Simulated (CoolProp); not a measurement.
A Linde-Hampson liquefier for CF4 (R14): isothermal reversible compression at 250 K from 1 atm to 20 MPa, throttling to 1 atm, return gas leaving the recuperator 0 K below the feed. Each further row changes one setting.

Model: reference Helmholtz-energy equation of state, Platzer 1990, in CoolProp. This equation is an older, rougher fit; its heat capacities, sound speeds and derivatives of the liquid may be far off and weren't checked against measurements.

```tsv
case	liquid yield per pass	compression work (kJ/kg of gas)
as stated	…	100
high pressure 40 MPa	…	…
warm-end temperature 280 K	…	…
warm-end gap 5 K	…	100
```

Task: Complete the blanks.

Result: 
- as stated, liquid yield per pass: 0.435
- high pressure 40 MPa, liquid yield per pass: 0.427
- high pressure 40 MPa, compression work (kJ/kg of gas): 116
- warm-end temperature 280 K, liquid yield per pass: 0.331
- warm-end temperature 280 K, compression work (kJ/kg of gas): 121
- warm-end gap 5 K, liquid yield per pass: 0.425
